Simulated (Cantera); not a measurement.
Feed: 1 mol C3H6, 0.63 mol CO2, 3.2 mol N2, held at 1223 K and 1 atm.

Equilibrium computed with Cantera from the NASA thermochemical tables; the gas is ideal and each condensed phase is pure. Candidate condensed phases: C, C6H6, C7H8, C8H18, H2O; 136 gas species. Kinetics and transport are ignored.

Base state: N2 0.431, H2 0.398, CO 0.167, CH4 0.00214, H2O 0.00136, CO2 0.000391, HCN 3.96e-5, NH3 2.87e-5 (mole fractions); condensed: C(graphite).

What changes in the equilibrium state with this change: temperature from 1223 K to 2173.15 K?


```json
[
 {"species": "N2", "before": "0.431", "after": "0.422"},
 {"species": "H2", "before": "0.398", "after": "0.393"},
 {"species": "CO", "before": "0.167", "after": "0.169"},
 {"species": "HCN", "before": "3.96e-5", "after": "0.0112"},
 {"species": "H", "before": "1.88e-7", "after": "0.00301"},
 {"species": "C2H2 (acetylene)", "before": "6.23e-8", "after": "0.000868"},
 {"species": "C(graphite), mol", "before": "2.37", "after": "2.27"}
]
```
